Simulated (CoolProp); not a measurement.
Vapour-liquid equilibrium of R114 (1) + n-pentane (2) at 1130 kPa; x and y are mole fractions of (1).

Computed with CoolProp (multi-fluid Helmholtz-energy mixture model, Platzer 1990 and Thol 2019; pair parameters Bell 2016). This equation is an older, rougher fit; its heat capacities, sound speeds and derivatives of the liquid may be far off and weren't checked against measurements.

```
x     bubble temperature, mixture model (°C)  bubble temperature, Raoult's law (°C)  y, mixture model  y, Raoult's law
----  --------------------------------------  -------------------------------------  ----------------  ---------------
0.05                                     ___                                  128.0             0.107            0.106
0.2                                    115.5                                  119.5             0.357            0.365
0.35                                   107.4                                  112.1               ___            0.556
0.5                                    101.3                                  105.7             0.658            0.703
0.65                                    96.6                                  100.0             0.764            0.816
0.8                                     92.8                                   94.9             0.862            0.907
0.95                                     ___                                   90.3             0.963            0.979
```

Question: Some entries are withheld; supply them.

Answer: 
- 0.05, bubble temperature, mixture model (°C): 126.7
- 0.35, y, mixture model: 0.530
- 0.95, bubble temperature, mixture model (°C): 89.8

The largest gap from Raoult's law is -4.7 K in bubble temperature, at x = 0.35. No azeotrope shows between x = 0.05 and 0.95.

The pair parameters rest on a limited set of measurements; away from them the model extrapolates.
